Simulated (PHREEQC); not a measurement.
A column of 0.5 m (30 cells, dispersivity 0.025 m, 60 s a shift, diffusion coefficient 3e-10 m²/s) holds 0.047 eq of the database's cation exchanger X per kg of pore water, first in equilibrium with 0.035 mol Na2SO4 and 1e-05 mol HCl per kg of water. It is flushed with 0.0022 mol LiCl, 0.014 mol MgCl2 and 1e-05 mol HCl per kg of water, at 40 °C. Values are for the last cell. No CO2 enters from the air. Nothing may precipitate in this run.

All values are PHREEQC results (ion-association model, phreeqc.dat), not measurements.

```json
[
 {"pore volumes": "0", "S in solution (mol/kgw)": "0.0350", "Mg in solution (mol/kgw)": "0", "Li in solution (mol/kgw)": "0", "Na in solution (mol/kgw)": "0.0700", "Cl in solution (mol/kgw)": "1.00e-5"},
 {"pore volumes": "0.2167", "S in solution (mol/kgw)": "0.0350", "Mg in solution (mol/kgw)": "0", "Li in solution (mol/kgw)": "0", "Na in solution (mol/kgw)": "0.0700", "Cl in solution (mol/kgw)": "1.00e-5"},
 {"pore volumes": "0.6167", "S in solution (mol/kgw)": "0.0322", "Mg in solution (mol/kgw)": "0", "Li in solution (mol/kgw)": "3.65e-6", "Na in solution (mol/kgw)": "0.0668", "Cl in solution (mol/kgw)": "0.00240"},
 {"pore volumes": "0.8167", "S in solution (mol/kgw)": "0.0241", "Mg in solution (mol/kgw)": "0", "Li in solution (mol/kgw)": "3.49e-5", "Na in solution (mol/kgw)": "0.0576", "Cl in solution (mol/kgw)": "0.00940"},
 {"pore volumes": "1.017", "S in solution (mol/kgw)": "0.0146", "Mg in solution (mol/kgw)": "0", "Li in solution (mol/kgw)": "0.000119", "Na in solution (mol/kgw)": "0.0467", "Cl in solution (mol/kgw)": "0.0176"},
 {"pore volumes": "1.417", "S in solution (mol/kgw)": "0.00354", "Mg in solution (mol/kgw)": "0", "Li in solution (mol/kgw)": "0.000530", "Na in solution (mol/kgw)": "0.0337", "Cl in solution (mol/kgw)": "0.0272"},
 {"pore volumes": "1.617", "S in solution (mol/kgw)": "0.00155", "Mg in solution (mol/kgw)": "0", "Li in solution (mol/kgw)": "0.000938", "Na in solution (mol/kgw)": "0.0310", "Cl in solution (mol/kgw)": "0.0289"},
 {"pore volumes": "2.017", "S in solution (mol/kgw)": "0.000258", "Mg in solution (mol/kgw)": "1.04e-14", "Li in solution (mol/kgw)": "0.00227", "Na in solution (mol/kgw)": "0.0282", "Cl in solution (mol/kgw)": "0.0300"},
 {"pore volumes": "2.217", "S in solution (mol/kgw)": "0.000101", "Mg in solution (mol/kgw)": "2.58e-10", "Li in solution (mol/kgw)": "0.00316", "Na in solution (mol/kgw)": "0.0272", "Cl in solution (mol/kgw)": "0.0301"},
 {"pore volumes": "2.417", "S in solution (mol/kgw)": "3.88e-5", "Mg in solution (mol/kgw)": "7.55e-6", "Li in solution (mol/kgw)": "0.00419", "Na in solution (mol/kgw)": "0.0260", "Cl in solution (mol/kgw)": "0.0302"},
 {"pore volumes": "2.817", "S in solution (mol/kgw)": "5.52e-6", "Mg in solution (mol/kgw)": "0.0119", "Li in solution (mol/kgw)": "0.00255", "Na in solution (mol/kgw)": "0.00383", "Cl in solution (mol/kgw)": "0.0302"},
 {"pore volumes": "3.017", "S in solution (mol/kgw)": "2.06e-6", "Mg in solution (mol/kgw)": "0.0132", "Li in solution (mol/kgw)": "0.00233", "Na in solution (mol/kgw)": "0.00142", "Cl in solution (mol/kgw)": "0.0302"},
 {"pore volumes": "3.217", "S in solution (mol/kgw)": "7.62e-7", "Mg in solution (mol/kgw)": "0.0137", "Li in solution (mol/kgw)": "0.00225", "Na in solution (mol/kgw)": "0.000560", "Cl in solution (mol/kgw)": "0.0302"},
 {"pore volumes": "3.617", "S in solution (mol/kgw)": "1.03e-7", "Mg in solution (mol/kgw)": "0.0139", "Li in solution (mol/kgw)": "0.00221", "Na in solution (mol/kgw)": "9.42e-5", "Cl in solution (mol/kgw)": "0.0302"},
 {"pore volumes": "3.817", "S in solution (mol/kgw)": "3.78e-8", "Mg in solution (mol/kgw)": "0.0140", "Li in solution (mol/kgw)": "0.00220", "Na in solution (mol/kgw)": "3.96e-5", "Cl in solution (mol/kgw)": "0.0302"},
 {"pore volumes": "4.017", "S in solution (mol/kgw)": "1.38e-8", "Mg in solution (mol/kgw)": "0.0140", "Li in solution (mol/kgw)": "0.00220", "Na in solution (mol/kgw)": "1.68e-5", "Cl in solution (mol/kgw)": "0.0302"},
 {"pore volumes": "4.417", "S in solution (mol/kgw)": "1.84e-9", "Mg in solution (mol/kgw)": "0.0140", "Li in solution (mol/kgw)": "0.00220", "Na in solution (mol/kgw)": "3.09e-6", "Cl in solution (mol/kgw)": "0.0302"},
 {"pore volumes": "4.617", "S in solution (mol/kgw)": "6.69e-10", "Mg in solution (mol/kgw)": "0.0140", "Li in solution (mol/kgw)": "0.00220", "Na in solution (mol/kgw)": "1.34e-6", "Cl in solution (mol/kgw)": "0.0302"},
 {"pore volumes": "5.017", "S in solution (mol/kgw)": "8.83e-11", "Mg in solution (mol/kgw)": "0.0140", "Li in solution (mol/kgw)": "0.00220", "Na in solution (mol/kgw)": "2.52e-7", "Cl in solution (mol/kgw)": "0.0302"},
 {"pore volumes": "5.217", "S in solution (mol/kgw)": "3.21e-11", "Mg in solution (mol/kgw)": "0.0140", "Li in solution (mol/kgw)": "0.00220", "Na in solution (mol/kgw)": "1.10e-7", "Cl in solution (mol/kgw)": "0.0302"},
 {"pore volumes": "5.417", "S in solution (mol/kgw)": "1.16e-11", "Mg in solution (mol/kgw)": "0.0140", "Li in solution (mol/kgw)": "0.00220", "Na in solution (mol/kgw)": "4.81e-8", "Cl in solution (mol/kgw)": "0.0302"},
 {"pore volumes": "5.817", "S in solution (mol/kgw)": "1.53e-12", "Mg in solution (mol/kgw)": "0.0140", "Li in solution (mol/kgw)": "0.00220", "Na in solution (mol/kgw)": "9.24e-9", "Cl in solution (mol/kgw)": "0.0302"},
 {"pore volumes": "6.017", "S in solution (mol/kgw)": "5.56e-13", "Mg in solution (mol/kgw)": "0.0140", "Li in solution (mol/kgw)": "0.00220", "Na in solution (mol/kgw)": "4.05e-9", "Cl in solution (mol/kgw)": "0.0302"}
]
```

Species that the database lacks are ignored. Away from 25 °C the constants follow the database's enthalpies or fits; those with neither stay at their 25 °C values.
